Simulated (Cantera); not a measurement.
An isothermal, constant-pressure homogeneous reactor starts with NO : N2 = 1 : 0.48 (molar parts), at 1900 K and 1330 Pa.

Computed with Cantera and GRI-Mech 3.0 (53 species, 325 reactions). Radical loss at walls, strong at low pressure, is not modelled.

Predict: x(NO) at 200 s; x(O) at 200 s; x(N2O) at 200 s; x(NO2) at 200 s; x(N2) at 200 s; x(O2) at 200 s.


```
Quantity                                          Result
---------------  ---------------------------------------
x(NO) at 200 s    0.0140 (gas-phase equilibrium 0.00663)
x(O) at 200 s    0.00149 (gas-phase equilibrium 0.00150)
x(N2O) at 200 s  7.15e-8 (gas-phase equilibrium 3.97e-8)
x(NO2) at 200 s  4.17e-6 (gas-phase equilibrium 1.98e-6)
x(N2) at 200 s       0.655 (gas-phase equilibrium 0.658)
x(O2) at 200 s       0.330 (gas-phase equilibrium 0.334)
```
